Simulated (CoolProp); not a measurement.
Vapour-liquid equilibrium of diethyl ether (1) + n-hexane (2) at 2.55 °C; x and y are mole fractions of (1).

Model: multi-fluid Helmholtz-energy mixture model, Thol 2014 and Thol 2019; pair parameters Bell 2016, in CoolProp.

```
x     bubble pressure (kPa)  y at the bubble point  dew pressure at overall composition x (kPa)  liquid density (mol/L)
----  ---------------------  ---------------------  -------------------------------------------  ----------------------
0.05                  8.436                  0.219                                        7.212                   7.912
0.2                   12.29                  0.540                                        8.277                   8.167
0.35                  15.49                  0.693                                        9.693                   8.441
0.5                   18.40                  0.793                                        11.65                   8.736
0.65                  21.20                  0.868                                        14.46                   9.052
0.8                   24.01                  0.931                                        18.64                   9.393
0.95                  26.89                  0.984                                        25.00                   9.760
```

No azeotrope shows between x = 0.05 and 0.95.

The pair parameters rest on a limited set of measurements; away from them the model extrapolates.
